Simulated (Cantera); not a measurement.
## Stirred combustor or abatement burner

A perfectly stirred reactor is fed with 2.94 % C2H6, 18.7 % O2, 70.2 % N2, 8.22 % H2O, equivalence ratio 0.55, at 1.00 bar; it is adiabatic with a 425 K inlet, and is followed from long to short residence time, starting on the burning branch (τ in s: 0.072, 0.03, 0.012, 0.0051, 0.0021, 0.00088, 0.00036, 0.00015, 6.3e-05, 2.6e-05).

Model: GRI-Mech 3.0 (53 species, 325 reactions), integrated in Cantera.

```csv
τ (s),T (K),x C2H6,x O2,x H2O,x CH2O,x NO,x H2,x CH3
0.072,1584,3.17e-6,0.0828,0.167,7.29e-7,2.91e-6,0.000112,6.50e-7
0.030,1579,5.67e-6,0.0829,0.167,1.46e-6,2.50e-6,0.000194,1.38e-6
0.012,1570,1.05e-5,0.0832,0.166,3.21e-6,1.99e-6,0.000341,3.13e-6
0.0051,1556,1.93e-5,0.0837,0.166,6.99e-6,1.60e-6,0.000560,6.85e-6
0.0021,1531,3.87e-5,0.0850,0.165,1.63e-5,1.28e-6,0.000912,1.57e-5
0.00088,1483,9.23e-5,0.0880,0.163,4.22e-5,8.50e-7,0.00145,3.92e-5
0.00036,425,0.0294,0.187,0.0822,<1e-12,<1e-12,<1e-12,<1e-12
0.00015,425,0.0294,0.187,0.0822,<1e-12,<1e-12,<1e-12,<1e-12
6.3e-5,425,0.0294,0.187,0.0822,<1e-12,<1e-12,<1e-12,<1e-12
2.6e-5,425,0.0294,0.187,0.0822,<1e-12,<1e-12,<1e-12,<1e-12
```
x: mole fraction; the columns are a selection and need not sum to one.
